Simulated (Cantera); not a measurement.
Input: 1 mol Ca(OH)₂, 0.054 mol C, 0.52 mol H₂, 0.063 mol H₂O, held at 278 Torr.

Equilibrium computed with Cantera from the NASA thermochemical tables; the gas is ideal and each condensed phase is pure. Candidate condensed phases: C, C₆H₆, C₇H₈, C₈H₁₈, Ca, CaCO₃, CaO, Ca(OH)₂, H₂O; 115 gas species. The numbers say what is thermodynamically allowed, not how fast it happens. All values below are at 848 K.

Base state: H₂O 0.602, H₂ 0.394, CO₂ 0.00366, CO 0.000775, CH₄ 5.10e-5 (mole fractions); condensed: CaCO₃(calcite) + CaO(s).

What changes in the equilibrium state with this change: H₂ from 0.52 to 4.4 mol?


| species | before | after |
|---|---|---|
| H₂ | 0.394 | 0.802 |
| H₂O | 0.602 | 0.188 |
| CH₄ | 5.10e-5 | 0.00503 |
| CO | 0.000775 | 0.00282 |
| CO₂ | 0.00366 | 0.00204 |
| CaCO₃(calcite), mol | 0.0469 | 0 |
| CaO(s), mol | 0.953 | 1.00 |
